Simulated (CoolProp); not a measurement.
A simple Rankine cycle with R141b: condensing at 292.15 K, boiler at 3.34 MPa, turbine inlet 463.9 K, turbine efficiency 0.7, pump efficiency 0.7, no recuperator. Each further row changes one setting.

Values from CoolProp's reference Helmholtz-energy equation of state, Lemmon 2006. It is a short technical equation, of lower accuracy than the large ones.

```json
[
 {"case": "as stated", "thermal efficiency (%)": "18.2", "net work (kJ/kg)": "___", "heat in (kJ/kg)": "322", "turbine exit temperature (K)": "335.3", "volume ratio over the turbine": "68.9"},
 {"case": "turbine inlet 483.9 K", "thermal efficiency (%)": "18.6", "net work (kJ/kg)": "66.0", "heat in (kJ/kg)": "354", "turbine exit temperature (K)": "364.8", "volume ratio over the turbine": "59.7"},
 {"case": "condensing temperature 284.15 K", "thermal efficiency (%)": "19.1", "net work (kJ/kg)": "63.2", "heat in (kJ/kg)": "331", "turbine exit temperature (K)": "___", "volume ratio over the turbine": "93.6"},
 {"case": "boiler pressure 2.34 MPa", "thermal efficiency (%)": "17.7", "net work (kJ/kg)": "61.4", "heat in (kJ/kg)": "348", "turbine exit temperature (K)": "362.8", "volume ratio over the turbine": "___"},
 {"case": "turbine efficiency 0.6", "thermal efficiency (%)": "15.4", "net work (kJ/kg)": "49.6", "heat in (kJ/kg)": "322", "turbine exit temperature (K)": "346.1", "volume ratio over the turbine": "___"}
]
```

Question: Fill in the missing entries.

Answer: 
- as stated, net work (kJ/kg): 58.5
- condensing temperature 284.15 K, turbine exit temperature (K): 329.1
- boiler pressure 2.34 MPa, volume ratio over the turbine: 38.6
- turbine efficiency 0.6, volume ratio over the turbine: 71.2
